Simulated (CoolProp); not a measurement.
A Linde-Hampson liquefier for oxygen: isothermal reversible compression at 200 K from 1 atm to 25 MPa, throttling to 1 atm, return gas leaving the recuperator 10 K below the feed. Each further row changes one setting.

The numbers come from the reference Helmholtz-energy equation of state, Schmidt 1985 in CoolProp.

```
case                        liquid yield per pass  compression work (kJ/kg of gas)
--------------------------  ---------------------  -------------------------------
as stated                                   0.340                              254
high pressure 50 MPa                        0.354                              287
warm-end temperature 230 K                  0.235                              307
warm-end gap 15 K                           0.330                              254
```
